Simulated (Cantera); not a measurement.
A freely propagating, adiabatic, planar premixed flame of H2 : O2 : N2 = 1 : 0.185 : 0.696 (molar parts), unburnt at 350 K and 9.60 bar; mixture-averaged transport, grid criteria slope 0.08 and curve 0.16, no radiation.

Cantera simulation using the H2/O2 subset of GRI-Mech 3.0, which has no nitrogen chemistry; the numbers are that mechanism's predictions, not measurements. The hydrogen kinetics of GRI-Mech 3.0 are dated; newer H2 mechanisms differ, most at raised pressure. Burning velocities carry a grid error of a few per cent, more on coarse grids.

Task: How do the results move with these cheaper or finer settings: unity-Lewis-number transport; multicomponent transport; multicomponent+Soret transport; grid criteria slope 0.5, curve 1; grid criteria slope 0.25, curve 0.5; grid criteria slope 0.03, curve 0.06?

Result: 
| setting | laminar burning velocity | thermal thickness | peak x(O) | peak x(H) | grid points |
|---|---|---|---|---|---|
| as above | 220 cm/s | 0.0286 mm | 0.000398 | 0.0178 | 110 |
| unity-Lewis-number transport | 141 cm/s | 0.0354 mm | 0.000260 | 0.0190 | 110 |
| multicomponent transport | 218 cm/s | 0.0291 mm | 0.000391 | 0.0178 | 110 |
| multicomponent+Soret transport | 207 cm/s | 0.0278 mm | 0.000390 | 0.0173 | 121 |
| grid criteria slope 0.5, curve 1 | 241 cm/s | 0.0354 mm | 0.000408 | 0.0194 | 31 |
| grid criteria slope 0.25, curve 0.5 | 229 cm/s | 0.0306 mm | 0.000405 | 0.0186 | 51 |
| grid criteria slope 0.03, curve 0.06 | 213 cm/s | 0.0282 mm | 0.000384 | 0.0172 | 251 |
Unity Lewis numbers drop preferential diffusion, which matters most where H2 and H carry the flame; Soret adds thermal diffusion.
